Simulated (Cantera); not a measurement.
An adiabatic, constant-volume homogeneous reactor starts with CH4 : O2 : N2 = 1 : 2.33 : 8.74 (molar parts), at 1200 K and 12.0 bar.

Computed with Cantera and GRI-Mech 3.0 (53 species, 325 reactions). The pressure lies above the range GRI-Mech 3.0 was tuned for (to about 10 atm).

**Question.** Predict: time of steepest temperature rise; temperature at 2.00 s; equilibrium temperature; x(O2) at 2.00 s; x(OH) at 2.00 s; x(O) at 2.00 s.

**Answer.** 
```
Quantity                                                             Value
---------------------------------  ---------------------------------------
time of steepest temperature rise                                  3.45 ms
temperature at 2.00 s                                               2924 K
equilibrium temperature                                             2924 K
x(O2) at 2.00 s                      0.0269 (gas-phase equilibrium 0.0269)
x(OH) at 2.00 s                      0.0140 (gas-phase equilibrium 0.0140)
x(O) at 2.00 s                     0.00262 (gas-phase equilibrium 0.00262)
```
